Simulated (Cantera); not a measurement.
Input (Python, Cantera) and output of one run.

```python
import numpy as np
import cantera as ct

gas_names = """
    CL CL2 H HCL H2 Si SiCL SiCL2 SiCL3 SiCL4 SiH SiHCL3 SiH2 SiH2CL2 SiH3 SiH3CL SiH4 Si2 Si3
""".split()
cond_names = """
    Si(cr) Si(L)
""".split()


def load(file, names, dense=False):
    # The tables refer to 1 bar. Condensed volumes are neglected.
    table = {s.name: s for s in ct.Species.list_from_file(file)}
    out = []
    for n in names:
        d = dict(table[n].input_data)
        d["thermo"] = dict(d["thermo"], **{"reference-pressure": 1e5})
        if dense:
            d["equation-of-state"] = {"model": "constant-volume", "density": "1e6 g/cm^3"}
        out.append(ct.Species.from_dict(d))
    return out


gas = ct.Solution(thermo="ideal-gas", species=load("nasa_gas.yaml", gas_names))
cond = {s.name: ct.Solution(thermo="fixed-stoichiometry", species=[s], name=s.name)
        for s in load("nasa_condensed.yaml", cond_names, dense=True)}
atoms = {
    'Si': {'Si': 1},
    'HCl': {'H': 1, 'CL': 1},
    'H2': {'H': 2},
}
top_T = {}  # K; cautious upper limits of use, not melting points


def equilibrate(T, P, feed):
    n = {}
    for name, mol in feed.items():
        for a, k in atoms[name].items():
            n[a] = n.get(a, 0.0) + k * mol
    gas.TPX = T, P, n
    mass = sum(n.values()) * gas.mean_molecular_weight
    gas.equilibrate("TP")
    valid = [c for c in cond.values() if c.min_temp <= T <= top_T.get(c.name, c.max_temp)]
    mix = ct.Mixture([(gas, mass / gas.mean_molecular_weight)] + [(c, 0.0) for c in valid])
    mix.T, mix.P = T, P
    mix.equilibrate("TP", solver="vcs", rtol=1e-11, max_steps=5000)
    return mix


results = []
feed = {'Si': 1, 'HCl': 0.8, 'H2': 3.8}  # mol
P = 45000  # Pa
for T in [600, 750, 900, 1050, 1200, 1350, 1500, 1650]:
    mix = equilibrate(T, P, feed)
    results.append((T, P, feed, dict(zip(mix.species_names, mix.species_moles))))

top = {s: max(r[3][s] / sum(r[3][g] for g in gas_names) for r in results) for s in gas_names}
cols = sorted((s for s in top if top[s] > 1e-05), key=lambda s: -top[s])[:8]
seen = [c for c in cond_names if any(r[3].get(c, 0) > 1e-12 for r in results)]
print("log10 of partial pressures in bar; condensed amounts in mol")
print(f"{'T/K':>10s}" + "".join(f"{s[:9]:>10s}" for s in cols + seen))
for T, P, feed, n in results:
    ng = sum(n[g] for g in gas_names)
    print(f"{T:10.4g}" + "".join(f"{np.log10(max(n[s] / ng * P / 1e5, 1e-99)):10.3f}" for s in cols)
          + "".join(f"{n.get(c, 0):10.4g}" for c in seen))
```

Result:

```
log10 of partial pressures in bar; condensed amounts in mol
       T/K        H2       HCL     SiCL2     SiCL4    SiHCL3     SiCL3   SiH2CL2         H    Si(cr)
       600    -0.370    -4.810    -9.606    -1.886    -2.006    -7.320    -3.427   -16.520    0.7743
       750    -0.370    -3.558    -6.808    -1.876    -2.033    -5.475    -3.324   -12.685    0.7758
       900    -0.371    -2.732    -4.961    -1.877    -2.062    -4.258    -3.271   -10.118    0.7806
      1050    -0.375    -2.157    -3.668    -1.911    -2.112    -3.419    -3.257    -8.278    0.7934
      1200    -0.383    -1.756    -2.755    -2.033    -2.225    -2.866    -3.301    -6.896     0.814
      1350    -0.396    -1.507    -2.169    -2.360    -2.491    -2.613    -3.459    -5.821     0.828
      1500    -0.405    -1.402    -1.892    -2.996    -2.984    -2.695    -3.771    -4.957    0.8268
      1650    -0.408    -1.379    -1.799    -3.775    -3.579    -2.958    -4.150    -4.246    0.8216
```

Method: chemical equilibrium by Gibbs-energy minimisation in Cantera with the NASA 1993 tables (ideal gas, pure condensed phases). The tables' values for SiCl3 are old estimates; treat these amounts as uncertain.
